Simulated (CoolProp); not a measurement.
A simple Rankine cycle with C3F8 (R218): condensing at 288.15 K, boiler at 1.9 MPa, turbine inlet 370.2 K, turbine efficiency 0.75, pump efficiency 0.8, no recuperator. Each further row changes one setting.

Model: reference Helmholtz-energy equation of state, Lemmon 2006, in CoolProp. It is a short technical equation, of lower accuracy than the large ones.

```json
[
 {"case": "as stated", "thermal efficiency (%)": "6.6", "net work (kJ/kg)": "9.62", "heat in (kJ/kg)": "145", "turbine exit temperature (K)": "347.9", "volume ratio over the turbine": "3.19"},
 {"case": "turbine inlet 390.2 K", "thermal efficiency (%)": "6.5", "net work (kJ/kg)": "10.7", "heat in (kJ/kg)": "165", "turbine exit temperature (K)": "369.1", "volume ratio over the turbine": "3.08"},
 {"case": "condensing temperature 280.15 K", "thermal efficiency (%)": "7.8", "net work (kJ/kg)": "12.0", "heat in (kJ/kg)": "154", "turbine exit temperature (K)": "343.9", "volume ratio over the turbine": "4.07"},
 {"case": "boiler pressure 1.33 MPa", "thermal efficiency (%)": "4.6", "net work (kJ/kg)": "6.95", "heat in (kJ/kg)": "150", "turbine exit temperature (K)": "356.7", "volume ratio over the turbine": "2.11"},
 {"case": "turbine efficiency 0.65", "thermal efficiency (%)": "5.7", "net work (kJ/kg)": "8.19", "heat in (kJ/kg)": "145", "turbine exit temperature (K)": "349.5", "volume ratio over the turbine": "3.21"}
]
```
